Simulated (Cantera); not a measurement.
Feed: 1 mol Cu2O, 5.1 mol H2, 2.6 mol N2, held at 10000 Pa.

Method: chemical equilibrium by Gibbs-energy minimisation in Cantera with the NASA 1993 tables (ideal gas, pure condensed phases). Candidate condensed phases: Cu, CuO, Cu(OH)2, Cu2O, H2O; 27 gas species. The numbers say what is thermodynamically allowed, not how fast it happens.

Over these rows the condensed part is Cu(l). Partial pressures as log10 of bar:

```tsv
T (K)	1000/T (1/K)	log p Cu	log p H2	log p N2	log p H2O
1400	0.7143	-5.87	-1.27	-1.47	-1.89
1450	0.6897	-5.46	-1.27	-1.47	-1.89
1500	0.6667	?	-1.27	-1.47	-1.89
1550	0.6452	-4.73	-1.27	-1.47	-1.89
1600	0.6250	-4.40	-1.27	-1.47	-1.89
1650	0.6061	-4.09	-1.27	-1.47	-1.89
```

Problem. Fit log p(Cu) = a + b·(1000/T) to the five rows, give the apparent enthalpy, and predict the row at 1500 K.

Solution. Means: 1000/T = 0.6561, log p = -4.910. Sxy = -0.133175, Sxx = 0.0081022, so b = -16.44 and a = -4.910 − (-16.44)×0.6561 = 5.88.
Apparent enthalpy: −19.145 × (-16.44) = 315 kJ/mol. The condensed phases alone fix this pressure, through Cu(l) = Cu(g), so the slope is that reaction's ΔH° and the other gases don't enter. The five rows lie within 0.01 of the line.
Prediction at 1500 K: 5.88 + (-16.44)×0.6667 = -5.08. The computed value is -5.08, 0.00 from the line.
